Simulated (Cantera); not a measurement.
Charge: 1 mol Si, a varied amount of HCl, 2.8 mol H2, at 475 °C and 1.00 bar.

Equilibrium computed with Cantera from the NASA thermochemical tables; the gas is ideal and each condensed phase is pure. Candidate condensed phases: Si; 19 gas species. Equilibrium is a limit: real reactors are often held back by kinetics, nucleation or transport.

**Question.** Which condensed phases are stable at each of these points (n(HCl) (mol)): 0.71, 0.91, 1.2, 1.5, 1.9, 2.4, 3.1, 4, 5.1?

**Answer.** 
```
n(HCl) (mol)  condensed phases  Si condensed (%)
------------  ----------------  ----------------
0.71                     Si(s)              79.8
0.91                     Si(s)              74.2
1.2                      Si(s)              66.2
1.5                      Si(s)              57.9
1.9                      Si(s)              47.0
2.4                      Si(s)              33.3
3.1                      Si(s)              14.2
4                     gas only               0.0
5.1                   gas only               0.0
```

From 0.71 mol HCl to 3.1 mol HCl the condensed part is Si(s). From 4 mol HCl to 5.1 mol HCl nothing is condensed.
